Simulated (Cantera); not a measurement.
An isothermal, constant-pressure homogeneous reactor starts with 1.27 % CH4, 97.7 % H2, 1.07 % N2, at 1573 K and 0.132 atm.

Detailed kinetics in Cantera: GRI-Mech 3.0 (53 species, 325 reactions). GRI-Mech 3.0 stops at C3 and has no aromatics, soot or wall deposition, so with more carbon than oxygen in the feed, carbon stays in small species such as C2H2 where larger ones or solid carbon would form.

Problem. Predict: x(CH4) at 40.0 s; x(H2) at 40.0 s; x(C2H) at 40.0 s; x(CH3) at 40.0 s; x(C2H4) at 40.0 s.

Solution. 
| Quantity | Result |
|---|---|
| x(CH4) at 40.0 s | 0.00376 (gas-phase equilibrium 0.00297) |
| x(H2) at 40.0 s | 0.981 (gas-phase equilibrium 0.981) |
| x(C2H) at 40.0 s | 1.42e-9 (gas-phase equilibrium 1.08e-9) |
| x(CH3) at 40.0 s | 8.61e-6 (gas-phase equilibrium 6.83e-6) |
| x(C2H4) at 40.0 s | 7.97e-5 (gas-phase equilibrium 6.05e-5) |
